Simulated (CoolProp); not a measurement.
The fluid at 478.41 K and 3.7 MPa (stagnation) flows isentropically through a choked orifice. The same conditions are run with several fluids, on thermodynamics alone (safety and materials aside).

Model: reference Helmholtz-energy equation of state of each fluid (R115: Lemmon 2016; R123: Younglove 1994; c-C4F8 (RC318): Platzer 1990; n-perfluoropentane: Gao 2022; R114: Platzer 1990), in CoolProp. The equations of Platzer and Polt are older, rougher fits.

### Question
Rank R115, R123, c-C4F8 (RC318), n-perfluoropentane, R114 by throat to inlet pressure ratio, highest first.

### Answer
n-perfluoropentane (0.669), R123 (0.644), R114 (0.628), c-C4F8 (RC318) (0.623), R115 (0.606)

```
fluid               mass flux (kg/(m² s))  throat temperature (K)
------------------  ---------------------  ----------------------
R115                                15000                   460.1
R123                                16500                   453.3
c-C4F8 (RC318)                      17300                   464.2
n-perfluoropentane                  22800                   465.5
R114                                16500                   458.2
```
